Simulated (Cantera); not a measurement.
Cantera run:

```python
import numpy as np
import cantera as ct

gas_names = """
    Br Br2 H HBr H2 N NH NH2 NH3 N2 N2H2 N2H4 Si SiBr SiBr2 SiBr3 SiBr4 SiH SiHBr3 SiH2 SiH2Br2 SiH3
    SiH3Br SiH4 SiN Si2 Si2N Si3
""".split()
cond_names = """
    Br2(cr) Br2(L) Si(cr) Si(L) Si3N4(a)
""".split()


# ... load() reads the species with a 1 bar reference pressure and builds the phases ...
atoms = {
    'Si': {'Si': 1},
    'HBr': {'H': 1, 'Br': 1},
    'N2': {'N': 2},
}
top_T = {'Si3N4(a)': 2400}  # K; cautious upper limits of use, not melting points


# ... equilibrate(T, P, feed) seeds the gas with the atoms and calls Mixture.equilibrate('TP', solver="vcs", rtol=1e-11, max_steps=5000) ...
results = []
P = 1333.22  # Pa
for T in [923, 973, 1023, 1073, 1123, 1173, 1223, 1273, 1323, 1373, 1423, 1473, 1523, 1573]:
    for m in [0.15, 0.25, 0.43, 0.74, 1.3, 2.2, 3.7, 6.3]:
        feed = {'Si': 1, 'HBr': 7.8, 'N2': m}  # mol
        mix = equilibrate(T, P, feed)
        results.append((T, P, feed, dict(zip(mix.species_names, mix.species_moles))))

for T, P, feed, n in results:
    print(f"{T:7g} {feed['N2']:10.4g}  " + (" + ".join(c for c in cond_names if n.get(c, 0) > 1e-12) or "gas only"))
```

Output:

```
    923       0.15  Si3N4(a)
    923       0.25  Si3N4(a)
    923       0.43  Si3N4(a)
    923       0.74  Si3N4(a)
    923        1.3  Si3N4(a)
    923        2.2  Si3N4(a)
    923        3.7  Si3N4(a)
    923        6.3  Si3N4(a)
    973       0.15  Si3N4(a)
    973       0.25  Si3N4(a)
    973       0.43  Si3N4(a)
    973       0.74  Si3N4(a)
    973        1.3  Si3N4(a)
    973        2.2  Si3N4(a)
    973        3.7  Si3N4(a)
    973        6.3  Si3N4(a)
   1023       0.15  Si3N4(a)
   1023       0.25  Si3N4(a)
   1023       0.43  Si3N4(a)
   1023       0.74  Si3N4(a)
   1023        1.3  Si3N4(a)
   1023        2.2  Si3N4(a)
   1023        3.7  Si3N4(a)
   1023        6.3  Si3N4(a)
   1073       0.15  Si3N4(a)
   1073       0.25  Si3N4(a)
   1073       0.43  Si3N4(a)
   1073       0.74  Si3N4(a)
   1073        1.3  Si3N4(a)
   1073        2.2  Si3N4(a)
   1073        3.7  Si3N4(a)
   1073        6.3  Si3N4(a)
   1123       0.15  Si3N4(a)
   1123       0.25  Si3N4(a)
   1123       0.43  Si3N4(a)
   1123       0.74  Si3N4(a)
   1123        1.3  Si3N4(a)
   1123        2.2  Si3N4(a)
   1123        3.7  Si3N4(a)
   1123        6.3  Si3N4(a)
   1173       0.15  Si3N4(a)
   1173       0.25  Si3N4(a)
   1173       0.43  Si3N4(a)
   1173       0.74  Si3N4(a)
   1173        1.3  Si3N4(a)
   1173        2.2  Si3N4(a)
   1173        3.7  Si3N4(a)
   1173        6.3  Si3N4(a)
   1223       0.15  Si3N4(a)
   1223       0.25  Si3N4(a)
   1223       0.43  Si3N4(a)
   1223       0.74  Si3N4(a)
   1223        1.3  Si3N4(a)
   1223        2.2  Si3N4(a)
   1223        3.7  Si3N4(a)
   1223        6.3  Si3N4(a)
   1273       0.15  gas only
   1273       0.25  Si3N4(a)
   1273       0.43  Si3N4(a)
   1273       0.74  Si3N4(a)
   1273        1.3  Si3N4(a)
   1273        2.2  Si3N4(a)
   1273        3.7  Si3N4(a)
   1273        6.3  Si3N4(a)
   1323       0.15  gas only
   1323       0.25  gas only
   1323       0.43  Si3N4(a)
   1323       0.74  Si3N4(a)
   1323        1.3  Si3N4(a)
   1323        2.2  Si3N4(a)
   1323        3.7  Si3N4(a)
   1323        6.3  Si3N4(a)
   1373       0.15  gas only
   1373       0.25  gas only
   1373       0.43  gas only
   1373       0.74  gas only
   1373        1.3  Si3N4(a)
   1373        2.2  Si3N4(a)
   1373        3.7  Si3N4(a)
   1373        6.3  Si3N4(a)
   1423       0.15  gas only
   1423       0.25  gas only
   1423       0.43  gas only
   1423       0.74  gas only
   1423        1.3  gas only
   1423        2.2  gas only
   1423        3.7  gas only
   1423        6.3  Si3N4(a)
   1473       0.15  gas only
   1473       0.25  gas only
   1473       0.43  gas only
   1473       0.74  gas only
   1473        1.3  gas only
   1473        2.2  gas only
   1473        3.7  gas only
   1473        6.3  gas only
   1523       0.15  gas only
   1523       0.25  gas only
   1523       0.43  gas only
   1523       0.74  gas only
   1523        1.3  gas only
   1523        2.2  gas only
   1523        3.7  gas only
   1523        6.3  gas only
   1573       0.15  gas only
   1573       0.25  gas only
   1573       0.43  gas only
   1573       0.74  gas only
   1573        1.3  gas only
   1573        2.2  gas only
   1573        3.7  gas only
   1573        6.3  gas only
```

Cantera equilibrium calculation (NASA polynomials, part measured and part estimated; ideal gas, pure solids and liquids). N2 is the only nitrogen source here; it is nearly inert below about 1500 K, so the nitride shown seldom forms there in practice. The tables' values for SiBr3 are old estimates.
